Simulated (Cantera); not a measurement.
A perfectly stirred reactor is fed with CH4 : N2 = 1 : 40 (molar parts), at 0.00200 bar; it is held at 1950 K, and followed from long to short residence time.

Detailed kinetics in Cantera: GRI-Mech 3.0 (53 species, 325 reactions). GRI-Mech 3.0 stops at C3 and has no aromatics, soot or wall deposition, so with more carbon than oxygen in the feed, carbon stays in small species such as C2H2 where larger ones or solid carbon would form. Radical loss at walls, strong at low pressure, is not modelled.

Task: Predict: x(CH4) at τ = 16.0 s; x(C2H4) at τ = 16.0 s; x(H2) at τ = 16.0 s; x(C2H6) at τ = 16.0 s; x(CH3) at τ = 16.0 s; x(CH4) at τ = 0.110 s; x(C2H4) at τ = 0.110 s; x(H2) at τ = 0.110 s; x(C2H6) at τ = 0.110 s; x(CH3) at τ = 0.110 s.

Result: 
* **x(CH4) at τ = 16.0 s**: 0.000736
* **x(C2H4) at τ = 16.0 s**: 7.39e-6
* **x(H2) at τ = 16.0 s**: 0.0342
* **x(C2H6) at τ = 16.0 s**: 4.51e-9
* **x(CH3) at τ = 16.0 s**: 0.000186
* **x(CH4) at τ = 0.110 s**: 0.0175
* **x(C2H4) at τ = 0.110 s**: 0.000509
* **x(H2) at τ = 0.110 s**: 0.00828
* **x(C2H6) at τ = 0.110 s**: 1.56e-7
* **x(CH3) at τ = 0.110 s**: 0.00136
